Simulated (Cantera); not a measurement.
An adiabatic, constant-volume homogeneous reactor starts with CO : H2 : CH4 : O2 : N2 = 1 : 1.3 : 0.18 : 1.01 : 3.79 (molar parts), equivalence ratio 1.5, at 1623 K and 3750 Torr.

Computed with Cantera and GRI-Mech 3.0 (53 species, 325 reactions). Above 3000 K some thermodynamic fits are extrapolated.

### Question
Predict: time of steepest temperature rise; temperature at 0.300 s; equilibrium temperature; x(CO) at 0.300 s; x(H2) at 0.300 s; x(NO) at 0.300 s.

### Answer
```
Quantity                                                            Result
---------------------------------  ---------------------------------------
time of steepest temperature rise                                  3.32 µs
temperature at 0.300 s                                              3159 K
equilibrium temperature                                             3159 K
x(CO) at 0.300 s                       0.121 (gas-phase equilibrium 0.121)
x(H2) at 0.300 s                     0.0522 (gas-phase equilibrium 0.0522)
x(NO) at 0.300 s                   0.00832 (gas-phase equilibrium 0.00832)
```
